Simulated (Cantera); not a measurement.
**Equilibrium for silicon nitride deposition: Si₂Cl₆ + NH₃ + N₂**

Charge: 1 mol Si₂Cl₆, 3.3 mol NH₃, 1.2 mol N₂, at 16.0 mbar.

These are equilibrium values from Cantera (NASA tables, ideal gas, pure condensed phases), not measurements of a reactor. Candidate condensed phases: NH₄Cl, Si, Si₃N₄; 28 gas species. The feed counts by its element totals alone. The tables' values for SiCl₃, SiCl, SiN are old estimates; treat these amounts as uncertain. Gases not in the tables: Si₂H₆ and higher silanes. Rates play no part.

From 650 °C to 1250 °C the condensed part is Si₃N₄(s). From 1450 °C to 1850 °C nothing is condensed. The main Si-bearing gas is SiCl₄ at 650 °C and SiCl₂ at 1850 °C.

| T (°C) | log p HCl | log p H₂ | log p N₂ | log p SiCl₂ | log p SiCl₄ | log p H | log p SiCl₃ | n Si₃N₄(s) |
|---|---|---|---|---|---|---|---|---|
| 650 | -2.20 | -2.27 | -2.48 | -8.60 | -2.99 | -10.75 | -6.60 | 0.470 |
| 850 | -2.16 | -2.30 | -2.50 | -5.80 | -3.08 | -8.52 | -4.99 | 0.502 |
| 1050 | -2.15 | -2.32 | -2.50 | -3.90 | -3.22 | -6.96 | -3.93 | 0.497 |
| 1250 | -2.26 | -2.29 | -2.44 | -2.84 | -3.94 | -5.78 | -3.63 | 0.291 |
| 1450 | -2.54 | -2.23 | -2.37 | -2.54 | -5.40 | -4.85 | -4.11 | 0 |
| 1650 | -2.53 | -2.24 | -2.38 | -2.54 | -6.29 | -4.14 | -4.47 | 0 |
| 1850 | -2.51 | -2.26 | -2.38 | -2.58 | -6.97 | -3.58 | -4.76 | 0 |
log p: log10 of the partial pressure in bar; n: condensed amount in mol.
